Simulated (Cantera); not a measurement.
## Gas-phase reforming

An isothermal, constant-pressure homogeneous reactor starts with CH4 : H2O = 1 : 1.2 (molar parts), at 1300 K and 0.900 bar.

Cantera simulation using GRI-Mech 3.0 (53 species, 325 reactions); the numbers are that mechanism's predictions, not measurements.

```csv
t (s),x CH4,x H2O,x C2H2,x O,x H2O2,x OH
1.00e-5,0.455,0.545,<1e-12,<1e-12,<1e-12,5.87e-11
4.78e-5,0.455,0.545,<1e-12,<1e-12,<1e-12,2.43e-10
0.000229,0.455,0.545,<1e-12,<1e-12,<1e-12,1.11e-9
0.00109,0.455,0.545,3.69e-12,<1e-12,<1e-12,4.35e-9
0.00524,0.455,0.545,7.38e-10,<1e-12,<1e-12,6.49e-9
0.0250,0.454,0.545,4.23e-8,<1e-12,<1e-12,7.52e-9
0.120,0.454,0.545,3.66e-6,<1e-12,<1e-12,1.06e-8
0.573,0.450,0.544,0.000316,<1e-12,<1e-12,1.34e-8
2.74,0.429,0.537,0.00590,<1e-12,<1e-12,1.25e-8
13.1,0.356,0.510,0.0263,<1e-12,<1e-12,1.08e-8
62.7,0.236,0.453,0.0449,<1e-12,<1e-12,1.36e-8
300,0.234,0.374,0.0247,<1e-12,<1e-12,1.05e-8
```
x: mole fraction; the columns are a selection and need not sum to one.

Equilibrium at this temperature and pressure: CH4 0.000121, H2O 0.0404, C2H2 4.62e-10, O <1e-12, H2O2 <1e-12, OH 7.29e-10 (gas phase only).
